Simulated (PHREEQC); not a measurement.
Model water analysis in mg/L, 25 °C, pH 6.6, pe 10.3: Na 0.307; K 14.4; Ca 2.09; Mg 1.41; Cl 3.04; S(6) as SO4 17; Alkalinity as HCO3 9.12; Li 0.0547; O(0) (dissolved oxygen) 0.203; Zn 0.0113.

Valence states are taken as typed.

The numbers come from PHREEQC with the ion-association model, wateq4f.dat.

ionic strength: 0.000874 mol/kgw
charge-balance error: 1.8 %

```json
[
 {"species": "K+", "molality": "0.000368", "activity": "0.000356", "log γ": "-0.015"},
 {"species": "SO4-2", "molality": "0.000173", "activity": "0.000152", "log γ": "-0.058"},
 {"species": "HCO3-", "molality": "0.000149", "activity": "0.000145", "log γ": "-0.014"},
 {"species": "Cl-", "molality": "8.57e-5", "activity": "8.29e-5", "log γ": "-0.015"},
 {"species": "CO2", "molality": "8.17e-5", "activity": "8.17e-5", "log γ": "0.000"},
 {"species": "Mg+2", "molality": "5.62e-5", "activity": "4.92e-5", "log γ": "-0.057"},
 {"species": "Ca+2", "molality": "5.07e-5", "activity": "4.44e-5", "log γ": "-0.057"},
 {"species": "Na+", "molality": "1.33e-5", "activity": "1.29e-5", "log γ": "-0.014"}
]
```

This is a speciation only: nothing precipitates in the calculation.
